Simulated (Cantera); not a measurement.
A closed system holds: 1 mol SiC, 0.017 mol CO2, 2.8 mol H2, at 0.00170 bar.

Equilibrium computed with Cantera from the NASA thermochemical tables; the gas is ideal and each condensed phase is pure. Candidate condensed phases: C, C6H6, C7H8, C8H18, H2O, Si, SiC, SiO2; 123 gas species. Mutual solubility and eutectic melting of coexisting phases are not modelled. The tables hold silica as quartz up to 1696 K and as liquid above; real silica turns to tridymite and cristobalite and melts near 1996 K. Equilibrium is a limit: real reactors are often held back by kinetics, nucleation or transport.

log p: log10 of the partial pressure in bar; n: condensed amount in mol.

```csv
T (°C),log p H2,log p CO,log p CH4,log p SiO,log p H,n C(graphite),n SiC(s),n SiO2(β-quartz)
652,-2.77,-8.19,-6.18,-12.62,-10.97,0.0329,0.983,0.0170
702,-2.77,___,___,___,___,0.0333,0.983,0.0170
752,-2.77,-6.52,-6.67,-10.50,-9.75,0.0329,0.983,0.0167
802,-2.77,-5.80,-6.89,-9.59,-9.22,0.0298,0.984,0.0157
852,-2.77,-5.14,-7.08,-8.77,-8.74,0.0160,0.989,0.0110
902,-2.77,-4.87,___,___,___,0,0.994,0.00567
952,-2.77,-4.86,-8.01,-7.03,-7.89,0,0.994,0.00557
```

Problem. Some entries are withheld; supply them.

Solution. 
- 702, log p CO: -7.31
- 702, log p CH4: -6.44
- 702, log p SiO: -11.50
- 702, log p H: -10.33
- 902, log p CH4: -7.48
- 902, log p SiO: -7.90
- 902, log p H: -8.30
